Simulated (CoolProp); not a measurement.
The numbers come from the reference Helmholtz-energy equation of state, Lemmon 2016 in CoolProp.

### Question
For R365MFC, give the phase and the Z, expansivity (1/kK), fugacity coefficient at 430.5 K and 204 kPa; 430.5 K and 510 kPa; 430.5 K and 715 kPa.

### Answer
- 430.5 K and 204 kPa: gas; Z 0.971, expansivity 2.55, fugacity coefficient 0.972
- 430.5 K and 510 kPa: gas; Z 0.926, expansivity 2.99, fugacity coefficient 0.931
- 430.5 K and 715 kPa: gas; Z 0.894, expansivity 3.37, fugacity coefficient 0.903
